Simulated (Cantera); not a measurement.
Input: 1 mol CH4, 0.053 mol NH3, 0.25 mol N2, equilibrated at 1.33 mbar.

Method: chemical equilibrium by Gibbs-energy minimisation in Cantera with the NASA 1993 tables (ideal gas, pure condensed phases). Candidate condensed phases: C, C6H6, C7H8, C8H18; 92 gas species. The numbers say what is thermodynamically allowed, not how fast it happens.

x: gas mole fraction; n: condensed amount in mol.

```
T (°C)   x H2   x N2       x H     x HCN       x CH4  x C2H2 (acetylene)  n C(graphite)
------  -----  -----  --------  --------  ----------  ------------------  -------------
577     0.882  0.117  5.27e-10   9.84e-8  (withheld)            8.41e-12          0.998
677     0.882  0.117   1.43e-8   7.18e-7  (withheld)            2.42e-10          1.000
777     0.883  0.117   2.09e-7   3.58e-6  (withheld)             3.65e-9          1.000
877     0.883  0.117   1.92e-6   1.35e-5  (withheld)             3.41e-8          1.000
977     0.883  0.117   1.24e-5   4.08e-5  (withheld)             2.22e-7          1.000
1077    0.883  0.117   6.13e-5  0.000105  (withheld)             1.09e-6          1.000
1177    0.882  0.117  0.000243  0.000236  (withheld)             4.30e-6          0.999
1277    0.882  0.117  0.000810  0.000478  (withheld)             1.41e-5          0.999
1377    0.880  0.117   0.00233  0.000886  (withheld)             4.01e-5          0.998
1477    0.876  0.116   0.00596   0.00152  (withheld)            0.000101          0.996
1577    0.868  0.115    0.0137   0.00246  (withheld)            0.000227          0.993
```

Q: Some entries are withheld; supply them.

A: 
- 577, x CH4: 0.000645
- 677, x CH4: 0.000174
- 777, x CH4: 5.95e-5
- 877, x CH4: 2.43e-5
- 977, x CH4: 1.14e-5
- 1077, x CH4: 5.99e-6
- 1177, x CH4: 3.43e-6
- 1277, x CH4: 2.11e-6
- 1377, x CH4: 1.37e-6
- 1477, x CH4: 9.35e-7
- 1577, x CH4: 6.58e-7
